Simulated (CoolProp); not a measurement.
Computed with CoolProp (reference Helmholtz-energy equation of state, Schmidt 1985).

Question: Give the vapour pressure (MPa), enthalpy of vaporisation (kJ/kg), surface tension (mN/m), liquid conductivity (mW/(m K)) of saturated oxygen at -189.25, -157.05 °C.

Answer: 
```tsv
T (°C)	p (MPa)	enthalpy of vaporisation (kJ/kg)	surface tension (mN/m)	liquid conductivity (mW/(m K))
-189.25	0.0498	219	14.7	160
-157.05	0.809	180	7.00	113
```

Thermal conductivity comes from a separate model (Lemmon 2004). Surface tension comes from a separate correlation (Mulero 2012).
